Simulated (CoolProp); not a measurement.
Saturation properties of sulfur dioxide (Tc = 430.6 K, pc = 7.887 MPa, ω = 0.256).

The numbers come from the reference Helmholtz-energy equation of state, Gao 2016 in CoolProp.

```json
[
 {"T (K)": "211.6", "p (MPa)": "0.005135", "vapour density (kg/m³)": "0.1876", "enthalpy of vaporisation (kJ/kg)": "432.8", "liquid cp (kJ/(kg K))": "1.373", "surface tension (mN/m)": "38.8"},
 {"T (K)": "233.8", "p (MPa)": "0.02245", "vapour density (kg/m³)": "0.7470", "enthalpy of vaporisation (kJ/kg)": "414.6", "liquid cp (kJ/(kg K))": "1.360", "surface tension (mN/m)": "34.3"},
 {"T (K)": "256", "p (MPa)": "0.07289", "vapour density (kg/m³)": "2.244", "enthalpy of vaporisation (kJ/kg)": "395.8", "liquid cp (kJ/(kg K))": "1.359", "surface tension (mN/m)": "29.9"},
 {"T (K)": "278.2", "p (MPa)": "0.1904", "vapour density (kg/m³)": "5.507", "enthalpy of vaporisation (kJ/kg)": "375.9", "liquid cp (kJ/(kg K))": "1.370", "surface tension (mN/m)": "25.5"},
 {"T (K)": "300.4", "p (MPa)": "0.4225", "vapour density (kg/m³)": "11.69", "enthalpy of vaporisation (kJ/kg)": "354.1", "liquid cp (kJ/(kg K))": "1.396", "surface tension (mN/m)": "21.2"},
 {"T (K)": "322.5", "p (MPa)": "0.8263", "vapour density (kg/m³)": "22.26", "enthalpy of vaporisation (kJ/kg)": "329.7", "liquid cp (kJ/(kg K))": "1.441", "surface tension (mN/m)": "17.0"},
 {"T (K)": "344.7", "p (MPa)": "1.474", "vapour density (kg/m³)": "39.52", "enthalpy of vaporisation (kJ/kg)": "301.5", "liquid cp (kJ/(kg K))": "1.515", "surface tension (mN/m)": "12.8"},
 {"T (K)": "366.9", "p (MPa)": "2.439", "vapour density (kg/m³)": "66.97", "enthalpy of vaporisation (kJ/kg)": "267.8", "liquid cp (kJ/(kg K))": "1.646", "surface tension (mN/m)": "8.64"}
]
```

It boils at 263.1 K under 1 atm.

Surface tension comes from a separate correlation (Mulero 2012).
